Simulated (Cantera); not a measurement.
# Equilibrium for silicon etching in halogen gases: Si + SF6 + N2

Charge: 1 mol Si, 1.6 mol SF6, a varied amount of N2, held at 1200 K and 0.133 bar.

Cantera equilibrium calculation (NASA polynomials, part measured and part estimated; ideal gas, pure solids and liquids). Candidate condensed phases: S, Si, Si3N4; 29 gas species. The tables' values for SF3, S2F2 (SSF2), FS2F (FSSF), SF5 are old estimates; treat these amounts as uncertain. The numbers say what is thermodynamically allowed, not how fast it happens.

```tsv
n(N2) (mol)	x N2	x SF4	x SiF4	x SF2	x SF3	x S2F2 (SSF2)
2.9	0.534	0.224	0.184	0.0294	0.0149	0.0125
4.3	0.629	0.178	0.146	0.0247	0.0122	0.00944
6.3	0.713	0.137	0.113	0.0204	0.00969	0.00683
9.1	0.782	0.103	0.0859	0.0165	0.00758	0.00480
13	0.836	0.0771	0.0643	0.0132	0.00585	0.00329
19	0.881	0.0553	0.0464	0.0102	0.00436	0.00212
28	0.916	0.0388	0.0327	0.00770	0.00317	0.00130
41	0.941	0.0270	0.0230	0.00576	0.00229	0.000782
60	0.959	0.0187	0.0160	0.00425	0.00164	0.000455
88	0.972	0.0129	0.0110	0.00310	0.00116	0.000256
```
x: gas mole fraction; nothing condenses.

From 2.9 mol N2 to 88 mol N2 nothing is condensed. The main Si-bearing gas is SiF4 throughout.
